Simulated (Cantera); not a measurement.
An isothermal, constant-pressure homogeneous reactor starts with 55.6 % CH4, 44.4 % CO2, at 1300 K and 0.250 bar.

Computed with Cantera and GRI-Mech 3.0 (53 species, 325 reactions).

### Question
Predict: x(CH4) at 50.0 s; x(CO2) at 50.0 s; x(H) at 50.0 s; x(C2H4) at 50.0 s; x(OH) at 50.0 s.

### Answer
| Item | Result |
|---|---|
| x(CH4) at 50.0 s | 0.420 (gas-phase equilibrium 0.0493) |
| x(CO2) at 50.0 s | 0.368 (gas-phase equilibrium 2.52e-6) |
| x(H) at 50.0 s | 1.98e-7 (gas-phase equilibrium 1.54e-6) |
| x(C2H4) at 50.0 s | 0.00384 (gas-phase equilibrium 0.00115) |
| x(OH) at 50.0 s | 1.43e-9 (gas-phase equilibrium <1e-12) |
